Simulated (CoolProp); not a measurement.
R124 along the isotherm 437.9 K: fugacity coefficient from the reference equation and from simpler models built on Tc = 395.4 K, pc = 36.24 bar, ω = 0.288; each cubic takes its own stable root.

Model: reference Helmholtz-energy equation of state, de Vries 1995, in CoolProp.

```csv
p (bar),phase,reference
6.47,gas,0.9571
12.9,gas,0.9154
19.4,gas,0.8742
25.9,gas,0.8337
32.4,gas,0.7939
38.8,supercritical,0.7554
45.3,supercritical,0.7169
51.8,supercritical,0.6791
58.3,supercritical,0.6424
64.7,supercritical,0.6080
71.2,supercritical,0.5761
77.7,supercritical,0.5478
84.1,supercritical,0.5233
90.6,supercritical,0.5016
```

Problem. How far does each simpler model (Redlich-Kwong, Soave-Redlich-Kwong, Peng-Robinson) lie from the reference over these 14 states: mean and median of the absolute difference, and the worst?

Solution. 
- Redlich-Kwong: mean 1.6 %, median 1.9 %, worst -2.6 % at 437.9 K and 64.7 bar
- Soave-Redlich-Kwong: mean 1.8 %, median 1.3 %, worst +4.8 % at 437.9 K and 90.6 bar
- Peng-Robinson: mean 2.0 %, median 2.1 %, worst -2.8 % at 437.9 K and 51.8 bar
